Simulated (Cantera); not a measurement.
A perfectly stirred reactor is fed with C2H6 : N2 = 1 : 87 (molar parts), at 0.133 bar; it is held at 1625 K, and followed from long to short residence time.

Computed with Cantera and GRI-Mech 3.0 (53 species, 325 reactions). GRI-Mech 3.0 stops at C3 and has no aromatics, soot or wall deposition, so with more carbon than oxygen in the feed, carbon stays in small species such as C2H2 where larger ones or solid carbon would form.

What does this change do: 6 parts H2O added?


```tsv
quantity	before	after
x(C2H6) at τ = 1.20 s	5.16e-6	4.98e-6
x(C2H2) at τ = 1.20 s	0.0105	0.00582
x(C2H) at τ = 1.20 s	1.47e-7	4.81e-8
x(C2H4) at τ = 1.20 s	3.20e-5	3.35e-5
x(HCN) at τ = 1.20 s	3.32e-5	8.43e-6
x(C2H6) at τ = 72.0 ms	5.64e-5	5.12e-5
x(C2H2) at τ = 72.0 ms	0.00984	0.00773
x(C2H) at τ = 72.0 ms	2.78e-7	1.64e-7
x(C2H4) at τ = 72.0 ms	0.000252	0.000237
x(HCN) at τ = 72.0 ms	2.06e-5	8.07e-6
```
